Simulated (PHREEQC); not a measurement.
Make-up at 45 °C: 0.027 mol/kgw KH2PO4 and 0.00057 mol/kgw HF. Closed to the air; pH follows from the charge balance.

The numbers come from PHREEQC with the ion-association model, phreeqc.dat.

| quantity | before | after |
|---|---|---|
| pH | 4.01 | 3.75 |
| ionic strength (mol/kgw) | 0.0271 | 0.0637 |
| F- (mol/kgw) | 0.000484 | 0.000428 |
| H3PO4 (mol/kgw) | 0.000404 | 0.000278 |
| HF (mol/kgw) | 8.60e-5 | 0.000129 |
| HPO4-2 (mol/kgw) | 3.04e-5 | 8.01e-6 |

What was changed between the two runs?
A. KH2PO4 from 0.027 to 0.27 mol/kgw
B. KH2PO4 from 0.027 to 0.0135 mol/kgw
C. temperature from 45 to 5 °C
D. 0.023 mol/kgw FeCl2 added
E. temperature from 45 to 80 °C

D, 0.023 mol/kgw FeCl2 added

Precipitation was switched off in this run. Away from 25 °C the constants follow the database's enthalpies or fits; those with neither stay at their 25 °C values. Fluoro complexes past AlF4- and FeF3 are missing from the database.
